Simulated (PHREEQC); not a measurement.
**Copper plating or etch bath (model solution)**

Consider water at 25 °C with 0.18 mol CuCl2, 0.00076 mol HNO3 and 0.0013 mol FeCl3 per kg of water. Closed to the air; pH follows from the charge balance.

All values are PHREEQC results (ion-association model, phreeqc.dat), not measurements.

Each row changes one thing in this solution. Precipitation was switched off in this run.

| case | pH | ionic strength (mol/kgw) | Cl- (mol/kgw) |
|---|---|---|---|
| as made | 2.98 | 0.474 | 0.327 |
| CuCl2 from 0.18 to 0.162 mol/kgw | 2.97 | 0.431 | 0.296 |
| FeCl3 from 0.0013 to 0.00026 mol/kgw | 3.16 | 0.471 | 0.324 |
| HNO3 replaced by Fe(NO3)3 at the same molality | 3.06 | 0.477 | 0.326 |
| CuCl2 left out | 2.76 | 0.00656 | 0.00388 |
| FeCl3 replaced by BaCl2 at the same molality | 3.23 | 0.473 | 0.326 |

Some of these states are supersaturated (in Hematite (slow to form), Goethite (slow to form), for instance).
